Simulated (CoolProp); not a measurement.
A single-stage vapour-compression cycle with trans-2-butene: evaporating at 289.15 K (dew point), condensing at 323.15 K (bubble point), superheat 5 K, subcooling 0 K, compressor efficiency 0.65, no pressure losses. Each further row changes one setting.

The numbers come from the reference Helmholtz-energy equation of state, Lemmon 2005 in CoolProp. It is a short technical equation, of lower accuracy than the large ones.

```
case                              cooling COP  pressure ratio  discharge temperature (K)  refrigerating effect (kJ/kg)  volumetric capacity (kJ/m³)
--------------------------------  -----------  --------------  -------------------------  ----------------------------  ---------------------------
as stated                                 ___            2.76                      339.7                           318                         1350
evaporating temperature 294.15 K         5.86            2.34                        ___                           ___                         1610
condensing temperature 318.15 K          5.78            2.42                      333.5                           330                         1400
subcooling 5 K                            ___            2.76                      339.7                           330                         1400
superheat 15 K                           4.86            2.76                        ___                           ___                          ___
compressor efficiency 0.55               4.08            2.76                      346.0                           318                         1350
```

Task: Fill in the missing entries.

Result: 
- as stated, cooling COP: 4.82
- evaporating temperature 294.15 K, discharge temperature (K): 337.5
- evaporating temperature 294.15 K, refrigerating effect (kJ/kg): 325
- subcooling 5 K, cooling COP: 5.00
- superheat 15 K, discharge temperature (K): 350.0
- superheat 15 K, refrigerating effect (kJ/kg): 335
- superheat 15 K, volumetric capacity (kJ/m³): 1360
